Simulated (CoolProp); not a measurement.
n-nonane along the isobar 1690 kPa: fugacity coefficient from the reference equation and from simpler models built on Tc = 594.5 K, pc = 2282 kPa, ω = 0.443; each cubic takes its own stable root.

The numbers come from the reference Helmholtz-energy equation of state, Lemmon 2006 in CoolProp. It is a short technical equation, of lower accuracy than the large ones.

| T (K) | phase | reference |
|---|---|---|
| 261.7 | liquid | 2.656e-5 |
| 273.8 | liquid | 7.124e-5 |
| 285.9 | liquid | 0.0001728 |
| 298 | liquid | 0.0003841 |
| 310.1 | liquid | 0.0007913 |
| 322.2 | liquid | 0.001525 |
| 334.3 | liquid | 0.002769 |
| 346.4 | liquid | 0.004774 |
| 358.5 | liquid | 0.007856 |
| 370.6 | liquid | 0.01240 |
| 382.7 | liquid | 0.01886 |

How far does each simpler model (Soave-Redlich-Kwong, Peng-Robinson) lie from the reference over these 11 states: mean and median of the absolute difference, and the worst?


- Soave-Redlich-Kwong: mean 0.7 %, median 0.6 %, worst +2.5 % at 261.7 K and 1690 kPa
- Peng-Robinson: mean 8.6 %, median 6.4 %, worst +22.1 % at 261.7 K and 1690 kPa
